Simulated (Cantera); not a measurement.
Equilibrium for aluminium nitride and oxide growth: AlCl₃ + O₂ + H₂

Input: 1 mol AlCl₃, 14 mol O₂, 79 mol H₂, at 2073.15 K.

Equilibrium computed with Cantera from the NASA thermochemical tables; the gas is ideal and each condensed phase is pure. Candidate condensed phases: Al, AlCl₃, Al₂O₃, H₂O; 29 gas species. The tables' values for AlOH are old estimates; treat these amounts as uncertain. Gases not in the tables: Al(OH)₃. Equilibrium is a limit: real reactors are often held back by kinetics, nucleation or transport.

| P (Pa) | x H₂ | x H₂O | x H | x HCl | x OH | n Al₂O₃(s) |
|---|---|---|---|---|---|---|
| 10 | 0.489 | 0.278 | 0.184 | 0.0260 | 0.0119 | 0.494 |
| 28 | 0.542 | 0.299 | 0.116 | 0.0301 | 0.00727 | 0.497 |
| 77 | 0.576 | 0.311 | 0.0720 | 0.0327 | 0.00442 | 0.498 |
| 220 | 0.599 | 0.318 | 0.0434 | 0.0345 | 0.00263 | 0.499 |
| 600 | 0.612 | 0.323 | 0.0266 | 0.0356 | 0.00159 | 0.499 |
| 1700 | 0.621 | 0.325 | 0.0159 | 0.0362 | 0.000948 | 0.500 |
| 4600 | 0.626 | 0.327 | 0.00971 | 0.0366 | 0.000577 | 0.500 |
| 13000 | 0.629 | 0.328 | 0.00579 | 0.0369 | 0.000343 | 0.500 |
| 36000 | 0.631 | 0.328 | 0.00348 | 0.0370 | 0.000206 | 0.500 |
| 100000 | 0.632 | 0.329 | 0.00209 | 0.0371 | 0.000124 | 0.500 |
x: gas mole fraction; n: condensed amount in mol.

From 10.0 Pa to 1.00 bar the condensed part is Al₂O₃(s).
